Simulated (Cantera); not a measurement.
Input: 1 mol Si, a varied amount of HF, 2.7 mol N2, held at 900 K and 9.60 Pa.

Equilibrium computed with Cantera from the NASA thermochemical tables; the gas is ideal and each condensed phase is pure. Candidate condensed phases: Si, Si3N4; 37 gas species. Rates play no part.

Problem. At 6.5 mol HF, list the 4 most abundant gas species with their mole fractions, and the condensed phases.

Solution. N2 0.329, HF 0.305, H2 0.244, SiF4 0.122. Condensed: gas only.
